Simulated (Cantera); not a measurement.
Cantera with NASA thermochemical tables; ideal gases at 1 bar, condensed phases pure. Values are per mole of reaction as written; species without (g) are pure solids or liquids, kept so even where they would boil at 1 bar.

2 C2H2(g) + 3 FeS2 ⇌ CH4(g) + 3 CS2(g) + 3 Fe

```tsv
T (K)	ΔH° (kJ)	ΔS° (J/K)	ΔG° (kJ)	log10 K
300	[?]	[?]	[?]	[?]
625	324.4	398.8	75.2	-6.28
650	323.8	397.8	65.2	-5.24
675	323.2	396.9	55.3	-4.28
700	[?]	[?]	[?]	[?]
725	[?]	[?]	[?]	[?]
750	[?]	[?]	[?]	[?]
```

### Question
Some entries are withheld; supply them.

### Answer

- 300, ΔH° (kJ): 334.4
- 300, ΔS° (J/K): 421.5
- 300, ΔG° (kJ): 208.0
- 300, log10 K: -36.21
- 700, ΔH° (kJ): 322.7
- 700, ΔS° (J/K): 396.1
- 700, ΔG° (kJ): 45.4
- 700, log10 K: -3.39
- 725, ΔH° (kJ): 322.1
- 725, ΔS° (J/K): 395.4
- 725, ΔG° (kJ): 35.5
- 725, log10 K: -2.56
- 750, ΔH° (kJ): 321.7
- 750, ΔS° (J/K): 394.7
- 750, ΔG° (kJ): 25.6
- 750, log10 K: -1.78
